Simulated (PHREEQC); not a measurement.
1 kg of water holding 0.02 mol NaCl and 0.35 mol K2SO4 is evaporated at 40 °C; the solids stay in contact with the brine. CO2 from the air is kept out. Only these solids could form: Arcanite, Glaserite, Halite, Mirabilite, Misenite, Sylvite, Thenardite.

The series has 28 steps of water left (kg), from 1 to 0.005012.

Equilibrium calculation in PHREEQC: Pitzer model, pitzer.dat.

Problem. Which solids form, in which order, and at which step of the series does each first stand?

Solution. Arcanite from water left = 0.375 kg; Glaserite from water left = 0.01627 kg.

Away from 25 °C the constants follow the database's enthalpies or fits; those with neither stay at their 25 °C values.
